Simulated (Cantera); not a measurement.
A closed system holds: 1 mol Si, 0.0013 mol O2, 10 mol N2, equilibrated at 0.00400 bar.

These are equilibrium values from Cantera (NASA tables, ideal gas, pure condensed phases), not measurements of a reactor. Candidate condensed phases: Si, SiO2, Si2N2O, Si3N4; 16 gas species. N2 is the only nitrogen source here; it is nearly inert below about 1500 K, so the nitride shown seldom forms there in practice. Mutual solubility and eutectic melting of coexisting phases are not modelled. Kinetics and transport are ignored.

**Question.** Which condensed phases are stable at each of these points (T (K)): 648, 798, 948, 1098, 1248, 1398, 1548, 1698, 1848, 1998?

**Answer.** 
```csv
T (K),condensed phases,Si condensed (%)
648,Si2N2O(s) + Si3N4(s),100.0
798,Si2N2O(s) + Si3N4(s),100.0
948,Si2N2O(s) + Si3N4(s),100.0
1098,Si2N2O(s) + Si3N4(s),100.0
1248,Si2N2O(s) + Si3N4(s),100.0
1398,Si2N2O(s) + Si3N4(s),100.0
1548,Si2N2O(s) + Si3N4(s),99.8
1698,Si3N4(s),99.7
1848,Si(l),98.0
1998,Si(l),88.1
```

From 648 K to 1548 K the condensed part is Si2N2O(s) + Si3N4(s). At 1698 K the condensed part is Si3N4(s). From 1848 K to 1998 K the condensed part is Si(l).
